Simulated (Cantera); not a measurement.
A freely propagating, adiabatic, planar premixed flame of 52.2 % H2, 8.73 % O2, 32.8 % N2, 6.27 % H2O, equivalence ratio 3.0, unburnt at 325 K and 100000 Pa; multicomponent transport, grid criteria slope 0.08 and curve 0.16, no radiation.

Cantera simulation using the H2/O2 subset of GRI-Mech 3.0, which has no nitrogen chemistry; the numbers are that mechanism's predictions, not measurements. Burning velocities carry a grid error of a few per cent, more on coarse grids.

Predict: laminar burning velocity; thermal thickness; peak x(HO2); peak x(O); peak x(H).


```
Item                        Result
------------------------  --------
laminar burning velocity  208 cm/s
thermal thickness         0.376 mm
peak x(HO2)               0.000420
peak x(O)                 0.000641
peak x(H)                   0.0350
```
